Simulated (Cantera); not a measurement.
Input: 1 mol Si, 5.3 mol F₂, at 750 °C and 20.3 Torr.

These are equilibrium values from Cantera (NASA tables, ideal gas, pure condensed phases), not measurements of a reactor. Candidate condensed phases: Si; 9 gas species. Equilibrium is a limit: real reactors are often held back by kinetics, nucleation or transport.

Question: What is the equilibrium state?

Answer: 
| Item | Result |
|---|---|
| x(F) | 0.452 |
| x(F₂) | 0.368 |
| x(SiF₄) | 0.180 |
| gas amount | 5.557 mol |
| log10 activity of Si(s) (absent) | -73.27 |
